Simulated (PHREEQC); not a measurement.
A PHREEQC input (ion-association model, phreeqc.dat):

```
SOLUTION 1
  temp 55
  units mg/L
  pH 8.62 charge
  pe -0.2
  Na 2530
  K 349
  Ca 35.2
  Mg 307
  Cl 5090
  S(6) 72.7 as SO4
  Alkalinity 49.5 as HCO3
  Li 22.8
  Sr 15.5
  Br 25.2
END
USE solution 1
EQUILIBRIUM_PHASES 1
  CO2(g) -3.4 10
END
```

It stops with these messages:

```
ERROR: pH adustment cannot attain charge balance when alkalinity is fixed.
ERROR: Program terminating due to input errors.
```

The fault: pH asked from the charge balance while alkalinity is fixed. The line should read `pH 8.62` where the input has `pH 8.62 charge`. With the mend the run ends at pH 8.08 and ionic strength 0.162 mol/kgw.
